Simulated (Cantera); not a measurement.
Input: 1 mol C, 0.012 mol NH3, 42 mol N2, at 2025 K and 0.105 Torr.

Cantera equilibrium calculation (NASA polynomials, part measured and part estimated; ideal gas, pure solids and liquids). Candidate condensed phases: C, C6H6, C7H8, C8H18; 92 gas species. Kinetics and transport are ignored.

Base state: N2 0.999, H 0.000737, HCN 7.36e-5, CN 6.58e-5, H2 2.05e-5 (mole fractions); condensed: C(graphite).

Question: What changes in the equilibrium state with this change: temperature from 2025 K to 2750 K?

Answer: 
| species | before | after |
|---|---|---|
| N2 | 0.999 | 0.979 |
| CN | 6.58e-5 | 0.0125 |
| C | 3.70e-7 | 0.00593 |
| C2 | 3.09e-8 | 0.000564 |
| C3 | 3.64e-7 | 0.00128 |
| C(graphite), mol | 0.994 | 0 |
